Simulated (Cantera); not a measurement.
# Gas activation for diamond growth

A perfectly stirred reactor is fed with 1.52 % CH4, 89.6 % H2, 8.87 % H, at 0.240 bar; it is held at 2100 K, and followed from long to short residence time.

Cantera simulation using GRI-Mech 3.0 (53 species, 325 reactions); the numbers are that mechanism's predictions, not measurements. GRI-Mech 3.0 stops at C3 and has no aromatics, soot or wall deposition, so with more carbon than oxygen in the feed, carbon stays in small species such as C2H2 where larger ones or solid carbon would form.

| τ (s) | x CH4 | x H2 | x H | x C2H6 | x C2H2 | x C2H4 | x CH2 |
|---|---|---|---|---|---|---|---|
| 9.4 | 0.000263 | 0.986 | 0.00640 | 1.09e-9 | 0.00767 | 7.14e-6 | 2.94e-7 |
| 3.4 | 0.000364 | 0.986 | 0.00646 | 1.98e-9 | 0.00761 | 7.09e-6 | 4.13e-7 |
| 1.2 | 0.000550 | 0.985 | 0.00658 | 4.43e-9 | 0.00750 | 7.01e-6 | 6.45e-7 |
| 0.44 | 0.000841 | 0.985 | 0.00679 | 1.05e-8 | 0.00734 | 6.95e-6 | 1.05e-6 |
| 0.16 | 0.00127 | 0.984 | 0.00719 | 2.55e-8 | 0.00709 | 6.97e-6 | 1.76e-6 |
| 0.057 | 0.00185 | 0.983 | 0.00794 | 6.02e-8 | 0.00675 | 7.32e-6 | 3.07e-6 |
| 0.020 | 0.00248 | 0.981 | 0.00942 | 1.30e-7 | 0.00635 | 8.44e-6 | 5.67e-6 |
| 0.0074 | 0.00292 | 0.978 | 0.0121 | 2.33e-7 | 0.00600 | 1.06e-5 | 1.07e-5 |
| 0.0027 | 0.00302 | 0.973 | 0.0171 | 3.48e-7 | 0.00576 | 1.42e-5 | 2.10e-5 |
x: mole fraction; the columns are a selection and need not sum to one.
